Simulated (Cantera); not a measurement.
An adiabatic, constant-volume homogeneous reactor starts with CO : H2 : O2 : N2 : H2O = 1 : 0.83 : 0.924 : 7.95 : 2 (molar parts), equivalence ratio 0.99, at 1300 K and 14.8 atm. Integrator tolerance rtol = 1e-08.

Model: GRI-Mech 3.0 (53 species, 325 reactions), integrated in Cantera. The hydrogen kinetics of GRI-Mech 3.0 are dated; newer H2 mechanisms differ, most at raised pressure. The pressure lies above the range GRI-Mech 3.0 was tuned for (to about 10 atm).

Problem. What does this change do: constant pressure in place of constant volume?

Solution. 
```tsv
quantity	before	after
time of steepest temperature rise	63.9 µs	69.1 µs
temperature at 4.00 s	2434 K	2263 K
equilibrium temperature	2434 K	2263 K
x(CO) at 4.00 s	0.00649 (gas-phase equilibrium 0.00649)	0.00382 (gas-phase equilibrium 0.00382)
x(H2) at 4.00 s	0.00325 (gas-phase equilibrium 0.00325)	0.00204 (gas-phase equilibrium 0.00204)
x(O2) at 4.00 s	0.00365 (gas-phase equilibrium 0.00365)	0.00253 (gas-phase equilibrium 0.00253)
x(N2O) at 4.00 s	6.51e-7 (gas-phase equilibrium 6.51e-7)	2.93e-7 (gas-phase equilibrium 2.93e-7)
x(O) at 4.00 s	0.000123 (gas-phase equilibrium 0.000123)	5.21e-5 (gas-phase equilibrium 5.21e-5)
x(H2O) at 4.00 s	0.234 (gas-phase equilibrium 0.234)	0.236 (gas-phase equilibrium 0.236)
```

Problem. What does this change do: pressure from 14.8 atm to 10.9 atm?

Solution. 
```csv
quantity,before,after
time of steepest temperature rise,63.9 µs,57.4 µs
temperature at 4.00 s,2434 K,2426 K
equilibrium temperature,2434 K,2426 K
x(CO) at 4.00 s,0.00649 (gas-phase equilibrium 0.00649),0.00697 (gas-phase equilibrium 0.00697)
x(H2) at 4.00 s,0.00325 (gas-phase equilibrium 0.00325),0.00352 (gas-phase equilibrium 0.00352)
x(O2) at 4.00 s,0.00365 (gas-phase equilibrium 0.00365),0.00394 (gas-phase equilibrium 0.00394)
x(N2O) at 4.00 s,6.51e-7 (gas-phase equilibrium 6.51e-7),5.70e-7 (gas-phase equilibrium 5.70e-7)
x(O) at 4.00 s,0.000123 (gas-phase equilibrium 0.000123),0.000144 (gas-phase equilibrium 0.000144)
x(H2O) at 4.00 s,0.234 (gas-phase equilibrium 0.234),0.233 (gas-phase equilibrium 0.233)
```
